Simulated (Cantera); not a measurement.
Input (Python, Cantera):

```python
import numpy as np
import cantera as ct

gas = ct.Solution("h2o2.yaml")
gas.TPX = 1223, 1333, {'H2': 0.033, 'O2': 1}
inlet = ct.Reservoir(gas, clone=True)

reactor = ct.IdealGasConstPressureReactor(gas, energy="off", clone=False)
exhaust = ct.Reservoir(gas, clone=True)
tau = [8.7, 2.7, 0.83, 0.26, 0.079, 0.024, 0.0075, 0.0023][0]
for a, b in ((inlet, reactor), (reactor, exhaust)):
    ct.MassFlowController(a, b, mdot=lambda t: reactor.mass / tau)
net = ct.ReactorNet([reactor])
show = ['H2', 'O2', 'H2O', 'OH', 'H', 'H2O2', 'O']

rows = []
print(f"{'tau/s':>10s}{'T/K':>9s}" + "".join(f"{s:>11s}" for s in show))
for tau in [8.7, 2.7, 0.83, 0.26, 0.079, 0.024, 0.0075, 0.0023]:
    net.initial_time = 0.0
    net.advance(30 * tau)
    before = gas.X
    net.advance(40 * tau)
    drift = np.max(np.abs(gas.X - before) / (gas.X + 1e-9))
    rows.append([gas.T, *gas[show].X, drift])
    print(f"{tau:10.3e}{gas.T:9.1f}" + "".join(f"{x:11.3e}" for x in gas[show].X))
```

It prints:

```
     tau/s      T/K         H2         O2        H2O         OH          H       H2O2          O
 8.700e+00   1223.0  3.068e-05  9.665e-01  3.216e-02  4.861e-04  2.303e-05  2.678e-08  8.175e-04
 2.700e+00   1223.0  6.212e-05  9.654e-01  3.197e-02  7.118e-04  7.183e-05  3.567e-08  1.739e-03
 8.300e-01   1223.0  1.243e-04  9.634e-01  3.164e-02  1.033e-03  2.166e-04  4.483e-08  3.605e-03
 2.600e-01   1223.0  2.413e-04  9.597e-01  3.106e-02  1.453e-03  5.887e-04  5.310e-08  6.932e-03
 7.900e-02   1223.0  4.690e-04  9.542e-01  3.006e-02  1.972e-03  1.389e-03  6.090e-08  1.195e-02
 2.400e-02   1223.0  9.383e-04  9.485e-01  2.860e-02  2.544e-03  2.558e-03  7.167e-08  1.682e-02
 7.500e-03   1223.0  2.051e-03  9.458e-01  2.651e-02  3.216e-03  3.685e-03  9.374e-08  1.875e-02
 2.300e-03   1223.0  5.027e-03  9.469e-01  2.272e-02  4.038e-03  4.395e-03  1.338e-07  1.689e-02
```

Model: the H2/O2 subset of GRI-Mech 3.0, which has no nitrogen chemistry, integrated in Cantera. Radical loss at walls, strong at low pressure, is not modelled.
